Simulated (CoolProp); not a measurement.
Properties of R1132(E) along the isobar 58.3 kPa (Tc = 75.7 °C, pc = 5174 kPa, ω = 0.245).

Model: reference Helmholtz-energy equation of state, Akasaka 2024, in CoolProp.

```csv
T (°C),phase,density (kg/m³),cp (kJ/(kg K)),isothermal compressibility (1/MPa),expansivity (1/kK)
7.35,gas,1.614,(withheld),17.30,3.666
23.15,gas,1.526,(withheld),17.27,3.453
39.05,gas,1.446,0.9709,17.25,3.265
54.85,gas,1.376,(withheld),17.24,3.099
70.65,gas,1.311,(withheld),17.22,2.950
86.45,gas,1.253,1.047,17.21,2.815
102.35,gas,1.199,(withheld),17.21,2.692
118.15,gas,1.150,(withheld),17.20,2.580
```

Task: Fill in the missing entries.

Result: 
- 7.35, cp (kJ/(kg K)): 0.9194
- 23.15, cp (kJ/(kg K)): 0.9452
- 54.85, cp (kJ/(kg K)): 0.9964
- 70.65, cp (kJ/(kg K)): 1.022
- 102.35, cp (kJ/(kg K)): 1.073
- 118.15, cp (kJ/(kg K)): 1.098
